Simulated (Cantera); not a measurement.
Input: 1 mol B2O3, 56 mol H2, 0.0015 mol HCl, held at 0.390 bar.

Equilibrium computed with Cantera from the NASA thermochemical tables; the gas is ideal and each condensed phase is pure. Candidate condensed phases: B, B2O3, B3O3H3, H2O; 33 gas species. Rates play no part.

x: gas mole fraction; n: condensed amount in mol.

```json
[
 {"T (°C)": "1450", "x H2": "0.977", "x HBO": "0.00994", "x HBO2": "0.00811", "x H": "0.000289", "x H2O": "0.00145", "x B2O3": "0.00286", "x BO": "?", "n B2O3(l)": "0.295"},
 {"T (°C)": "1500", "x H2": "0.968", "x HBO": "0.0132", "x HBO2": "0.0111", "x H": "0.000448", "x H2O": "0.00186", "x B2O3": "0.00461", "x BO": "?", "n B2O3(l)": "0"},
 {"T (°C)": "1550", "x H2": "0.967", "x HBO": "0.0138", "x HBO2": "0.0111", "x H": "0.000682", "x H2O": "0.00219", "x B2O3": "0.00429", "x BO": "?", "n B2O3(l)": "0"},
 {"T (°C)": "1600", "x H2": "0.966", "x HBO": "0.0144", "x HBO2": "0.0110", "x H": "0.00102", "x H2O": "0.00256", "x B2O3": "0.00398", "x BO": "?", "n B2O3(l)": "0"},
 {"T (°C)": "1650", "x H2": "0.965", "x HBO": "0.0150", "x HBO2": "0.0109", "x H": "0.00148", "x H2O": "0.00295", "x B2O3": "0.00370", "x BO": "?", "n B2O3(l)": "0"},
 {"T (°C)": "1700", "x H2": "0.964", "x HBO": "0.0155", "x HBO2": "0.0107", "x H": "0.00212", "x H2O": "0.00336", "x B2O3": "0.00342", "x BO": "?", "n B2O3(l)": "0"},
 {"T (°C)": "1750", "x H2": "0.962", "x HBO": "0.0160", "x HBO2": "0.0105", "x H": "0.00298", "x H2O": "0.00380", "x B2O3": "0.00316", "x BO": "?", "n B2O3(l)": "0"},
 {"T (°C)": "1800", "x H2": "0.960", "x HBO": "0.0165", "x HBO2": "0.0103", "x H": "0.00413", "x H2O": "0.00426", "x B2O3": "0.00292", "x BO": "?", "n B2O3(l)": "0"},
 {"T (°C)": "1850", "x H2": "0.958", "x HBO": "0.0169", "x HBO2": "0.0101", "x H": "0.00562", "x H2O": "0.00474", "x B2O3": "0.00268", "x BO": "?", "n B2O3(l)": "0"}
]
```

Question: Complete the blanks.

Answer: 
- 1450, x BO: 5.71e-5
- 1500, x BO: 0.000112
- 1550, x BO: 0.000169
- 1600, x BO: 0.000249
- 1650, x BO: 0.000360
- 1700, x BO: 0.000509
- 1750, x BO: 0.000706
- 1800, x BO: 0.000961
- 1850, x BO: 0.00129
